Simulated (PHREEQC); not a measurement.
A solution holds 0.051 mol/kgw HF, 0.0002 mol/kgw NH4HF2 and 0.0012 mol/kgw H4SiO4, at 50 °C. It is in equilibrium with CO2 at log p = -3.5 (atm). Otherwise closed; pH follows from the charge balance.

All values are PHREEQC results (ion-association model, phreeqc.dat), not measurements.

Precipitation was switched off in this run.

Problem. Order these F species by the share of F that they hold, largest first: SiF6-2, HF, F-, HF2-.

Solution. HF (77 %), SiF6-2 (14 %), F- (6.4 %), HF2- (2.2 %)

The pH is 2.25 and the ionic strength 0.00745 mol/kgw. Away from 25 °C the constants follow the database's enthalpies or fits; those with neither stay at their 25 °C values. SiF6-2 is the database's only silicon fluoride.
